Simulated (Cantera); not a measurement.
## Ignition delay

Mixture: 12.6 % CH4, 23.0 % O2, 64.3 % N2, at 1.00 bar, adiabatic and at constant volume. Ignition delay is the time to a rise of 400 K.

Model: GRI-Mech 3.0 (53 species, 325 reactions), integrated in Cantera.

| T0 (K) | delay (ms) |
|---|---|
| 1125 | 110 |
| 1175 | 51.2 |
| 1225 | 24.9 |
| 1275 | 12.6 |
| 1325 | 6.58 |
| 1375 | 3.57 |
| 1425 | 2.01 |
| 1475 | 1.18 |

```yaml
apparent activation energy between 1375 and 1475 K: 190 kJ/mol
```
